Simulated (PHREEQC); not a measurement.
## Polishing slurry liquid: speciation

Consider water at 45 °C and 10 atm with 0.026 mol/kgw KOH and 7.1e-05 mol/kgw CO2. Closed to the air; pH follows from the charge balance.

Model: ion-association model, phreeqc.dat, run in PHREEQC.

This is a speciation only: nothing precipitates in the calculation.

Task: Estimate the pH, specific conductance.

Result: pH 11.73; specific conductance 9420 µS/cm.

Task: In which forms is C present?

Result: CO3-2 98 %, HCO3- 1.8 % of the C.

Constants without temperature data keep their 25 °C values here.
